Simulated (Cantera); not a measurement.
An adiabatic, constant-pressure homogeneous reactor starts with CO : H2 : O2 : N2 : CO2 = 1 : 0.05 : 0.477 : 1.79 : 0.45 (molar parts), at 950 K and 4.93 atm.

Cantera simulation using GRI-Mech 3.0 (53 species, 325 reactions); the numbers are that mechanism's predictions, not measurements. The hydrogen kinetics of GRI-Mech 3.0 are dated; newer H2 mechanisms differ, most at raised pressure.

One state of this run: T (K) = 2526; x CO = 0.0613; x H2 = 0.000356; x O2 = 0.0132; x NO = 0.00497; x HO2 = 1.05e-6; x NO2 = 2.40e-6. x: mole fraction; the columns are a selection and need not sum to one.

Q: Which value of t (s) does it belong to?
A) 0.146
B) 0.000935
C) 0.00705
D) 0.00257

A: A, 0.146
